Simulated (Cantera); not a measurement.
Gas mixture: NH3 : CH4 : CO : CH3OH = 0.069 : 0.48 : 0.29 : 0.29 (molar parts), at 0.0267 bar, frozen composition.

Cantera's kinetic-theory transport with the Lennard-Jones parameters of GRI-Mech 3.0, ideal gas; thermal conductivity in the mixture-averaged form. Polar gases are described roughly by these parameters. The composition is frozen, though it would react at the higher temperatures.

One state of this run: ρ (kg/m³) = 0.0124; cp (J/kg/K) = 2160; μ (µPa s) = 22.2; λ (mW/m/K) = 65.2; Pr = 0.735; D (cm²/s) C2H2 = 20.8; D (cm²/s) H2 = 89.8; D (cm²/s) NO = 25.3. D: mixture-averaged diffusion coefficient of that species in the mixture.

Task: Which value of T (K) does it belong to?
(A) 1400
(B) 1600
(C) 600
(D) 400

Result: C, 600
